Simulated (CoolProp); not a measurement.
The fluid at 293.15 K and 0.118 MPa is throttled through a valve to 0.0347 MPa with no heat exchange. The same conditions are run with several fluids, on thermodynamics alone (safety and materials aside).

Model: reference Helmholtz-energy equation of state of each fluid (carbon monoxide: Lemmon 2006; R22: Kamei 1995; normal hydrogen: Leachman 2009; carbonyl sulfide: Lemmon 2006; R404A: Lemmon 2003), in CoolProp. Blends and air are pseudo-pure fits.

```json
[
 {"fluid": "carbon monoxide", "temperature change (K)": "-0.2", "final density (kg/m³)": "0.399"},
 {"fluid": "R22", "temperature change (K)": "-1.9", "final density (kg/m³)": "1.25"},
 {"fluid": "normal hydrogen", "temperature change (K)": "+0.0", "final density (kg/m³)": "0.0287"},
 {"fluid": "carbonyl sulfide", "temperature change (K)": "-1.8", "final density (kg/m³)": "0.864"},
 {"fluid": "R404A", "temperature change (K)": "-1.5", "final density (kg/m³)": "1.41"}
]
```
